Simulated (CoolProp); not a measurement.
A closed Brayton cycle with carbon dioxide: compressor inlet 320.15 K and 8.6 MPa, high pressure 28.2 MPa, turbine inlet 630 K, compressor efficiency 0.89, turbine efficiency 0.85, recuperator effectiveness 0.8 (on enthalpy, no pinch check). Each further row changes one setting.

Values from CoolProp's reference Helmholtz-energy equation of state, Span 1996.

```csv
case,thermal efficiency (%),net work (kJ/kg),compressor to turbine work,compressor exit (K),turbine exit (K)
as stated,22.0,48.8,0.53,409.3,513.1
turbine inlet 580 K,18.6,37.0,0.60,409.3,467.1
compressor inlet 330.15 K,19.4,39.6,0.62,430.6,513.1
high pressure 24 MPa,21.9,46.1,0.49,397.0,528.7
recuperator effectiveness 0.5,18.9,48.8,0.53,409.3,513.1
```
